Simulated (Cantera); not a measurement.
An isothermal, constant-pressure homogeneous reactor starts with NH3 : H2 = 1 : 1.7 (molar parts), at 2275 K and 13.5 Torr.

Detailed kinetics in Cantera: the gas-phase N/H chemistry of the illustrative SiF4/NH3 mechanism in the Surface Chemkin manual (1991). Walls and surfaces, which speed up NH3 decomposition in real reactors, are not modelled.

x: mole fraction; the columns are a selection and need not sum to one.

```
t (s)        x NH3   x H2    x NH2       x H     x NH       x N
--------  --------  -----  -------  --------  -------  --------
8.00e-5      0.370  0.630        …   5.64e-5  1.55e-7  4.98e-10
0.000184     0.370  0.630        …  0.000128  9.42e-7   8.16e-9
0.000423     0.370  0.629        …  0.000291  5.14e-6   1.07e-7
0.000972     0.369  0.629        …  0.000638  2.46e-5   1.13e-6
0.00223      0.365  0.631  0.00202   0.00111  7.09e-5   5.49e-6
0.00513      0.356  0.637  0.00219   0.00125  8.54e-5   7.35e-6
0.0118       0.334  0.650  0.00210   0.00131  8.41e-5   7.44e-6
0.0271       0.290  0.678        …   0.00142  8.08e-5   7.56e-6
0.0623       0.213  0.727        …   0.00167  7.35e-5   7.73e-6
0.143        0.111  0.791        …   0.00223  5.95e-5   7.88e-6
0.329       0.0279  0.843        …   0.00374  3.83e-5   8.21e-6
0.757     0.000369  0.850        …    0.0154  8.58e-6   7.61e-6
1.74       1.35e-6  0.822        …    0.0464  3.06e-7   8.51e-7
4.00       1.59e-7  0.812        …    0.0571  5.60e-8   1.94e-7
```

**Question.** Complete the blanks.

**Answer.** 
- 8.00e-5, x NH2: 0.000102
- 0.000184, x NH2: 0.000235
- 0.000423, x NH2: 0.000535
- 0.000972, x NH2: 0.00117
- 0.0271, x NH2: 0.00190
- 0.0623, x NH2: 0.00154
- 0.143, x NH2: 0.000986
- 0.329, x NH2: 0.000390
- 0.757, x NH2: 2.10e-5
- 1.74, x NH2: 2.40e-7
- 4.00, x NH2: 3.52e-8
